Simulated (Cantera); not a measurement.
A perfectly stirred reactor is fed with H2 : O2 : N2 = 1.3 : 1 : 8 (molar parts), equivalence ratio 0.65, at 0.150 bar; it is held at 900 K, and followed from long to short residence time.

Computed with Cantera and the H2/O2 subset of GRI-Mech 3.0, which has no nitrogen chemistry. Below about 950 K walls govern HO2 and H2O2 in real vessels. The temperature is held fixed by assumption; the heat of reaction is taken as removed at once.

Task: Predict: x(H2) at τ = 1.40 s; x(O2) at τ = 1.40 s; x(OH) at τ = 1.40 s; x(HO2) at τ = 1.40 s; x(H) at τ = 1.40 s; x(H2) at τ = 18.0 ms; x(O2) at τ = 18.0 ms; x(OH) at τ = 18.0 ms; x(HO2) at τ = 18.0 ms; x(H) at τ = 18.0 ms.

Result: 
| Item | Result |
|---|---|
| x(H2) at τ = 1.40 s | 0.00254 |
| x(O2) at τ = 1.40 s | 0.0375 |
| x(OH) at τ = 1.40 s | 2.07e-5 |
| x(HO2) at τ = 1.40 s | 8.13e-6 |
| x(H) at τ = 1.40 s | 2.35e-5 |
| x(H2) at τ = 18.0 ms | 0.0187 |
| x(O2) at τ = 18.0 ms | 0.0454 |
| x(OH) at τ = 18.0 ms | 0.000184 |
| x(HO2) at τ = 18.0 ms | 1.20e-5 |
| x(H) at τ = 18.0 ms | 0.00136 |
